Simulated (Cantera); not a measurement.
Thermodynamics of silicon epitaxy and polysilicon growth, feed Si2H6 + Cl2 + H2

Feed: 1 mol Si2H6, 0.12 mol Cl2, 360 mol H2, equilibrated at 0.100 bar.

Cantera equilibrium calculation (NASA polynomials, part measured and part estimated; ideal gas, pure solids and liquids). Candidate condensed phases: Si; 19 gas species. The feed counts by its element totals alone. Gases not in the tables: Si2H6 and higher silanes. Equilibrium is a limit: real reactors are often held back by kinetics, nucleation or transport.

From 925 °C to 1375 °C the condensed part is Si(s). From 1425 °C to 1475 °C the condensed part is Si(l). The main Si-bearing gas is SiCl2 at 925 °C and SiH2 at 1475 °C.

```tsv
T (°C)	x H2	x H	x HCl	x SiH2	x Si	x SiH	x SiCl2	n Si(s)	n Si(l)
925	0.999	6.01e-7	0.000659	1.14e-8	1.29e-11	6.18e-11	1.02e-6	2.00	0
975	0.999	1.48e-6	0.000659	3.01e-8	7.76e-11	2.74e-10	1.09e-6	2.00	0
1025	0.999	3.39e-6	0.000658	7.38e-8	4.06e-10	1.08e-9	1.15e-6	2.00	0
1075	0.999	7.31e-6	0.000658	1.69e-7	1.88e-9	3.83e-9	1.22e-6	2.00	0
1125	0.999	1.50e-5	0.000658	3.65e-7	7.79e-9	1.24e-8	1.28e-6	2.00	0
1175	0.999	2.91e-5	0.000658	7.48e-7	2.92e-8	3.70e-8	1.33e-6	2.00	0
1225	0.999	5.43e-5	0.000658	1.46e-6	1.00e-7	1.03e-7	1.39e-6	2.00	0
1275	0.999	9.73e-5	0.000658	2.72e-6	3.18e-7	2.66e-7	1.44e-6	2.00	0
1325	0.999	0.000168	0.000658	4.89e-6	9.35e-7	6.49e-7	1.49e-6	2.00	0
1375	0.999	0.000281	0.000657	8.47e-6	2.58e-6	1.50e-6	1.54e-6	1.99	0
1425	0.999	0.000457	0.000657	1.40e-5	6.57e-6	3.23e-6	1.55e-6	0	1.99
1475	0.999	0.000722	0.000657	2.05e-5	1.46e-5	6.12e-6	1.44e-6	0	1.98
```
x: gas mole fraction; n: condensed amount in mol.
